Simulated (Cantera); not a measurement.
Feed: 1 mol NiS, a varied amount of H2, 1.4 mol N2, held at 1050 K and 0.00210 bar.

Equilibrium computed with Cantera from the NASA thermochemical tables; the gas is ideal and each condensed phase is pure. Candidate condensed phases: Ni, NiS, NiS2, Ni3S2, Ni3S4, S; 17 gas species. Gases not in the tables: S3 to S7. Rates play no part.

x: gas mole fraction; n: condensed amount in mol.

```json
[
 {"n(H2) (mol)": "0.38", "x H2": "0.114", "x N2": "0.751", "x H2S": "0.0897", "x S2": "0.0446", "x SH": "8.97e-5", "x NH3": "___", "x H": "5.98e-8", "n Ni3S2(s)": "0.333"},
 {"n(H2) (mol)": "0.72", "x H2": "0.218", "x N2": "0.647", "x H2S": "0.114", "x S2": "0.0198", "x SH": "8.27e-5", "x NH3": "___", "x H": "8.27e-8", "n Ni3S2(s)": "0.333"},
 {"n(H2) (mol)": "1.4", "x H2": "0.390", "x N2": "0.497", "x H2S": "0.107", "x S2": "0.00549", "x SH": "5.81e-5", "x NH3": "___", "x H": "1.11e-7", "n Ni3S2(s)": "0.333"},
 {"n(H2) (mol)": "2.6", "x H2": "0.569", "x N2": "0.349", "x H2S": "0.0803", "x S2": "0.00144", "x SH": "3.60e-5", "x NH3": "___", "x H": "1.33e-7", "n Ni3S2(s)": "0.333"},
 {"n(H2) (mol)": "4.9", "x H2": "0.725", "x N2": "0.222", "x H2S": "0.0521", "x S2": "0.000374", "x SH": "2.07e-5", "x NH3": "2.59e-7", "x H": "1.51e-7", "n Ni3S2(s)": "0.333"},
 {"n(H2) (mol)": "9.3", "x H2": "0.838", "x N2": "0.131", "x H2S": "0.0309", "x S2": "9.86e-5", "x SH": "1.14e-5", "x NH3": "2.47e-7", "x H": "1.62e-7", "n Ni3S2(s)": "0.333"},
 {"n(H2) (mol)": "18", "x H2": "0.911", "x N2": "0.0722", "x H2S": "0.0171", "x S2": "2.56e-5", "x SH": "6.06e-6", "x NH3": "___", "x H": "1.69e-7", "n Ni3S2(s)": "0.333"}
]
```

Q: What belongs in the gaps?

A: 
- 0.38, x NH3: 2.98e-8
- 0.72, x NH3: 7.32e-8
- 1.4, x NH3: 1.53e-7
- 2.6, x NH3: 2.26e-7
- 18, x NH3: 2.08e-7
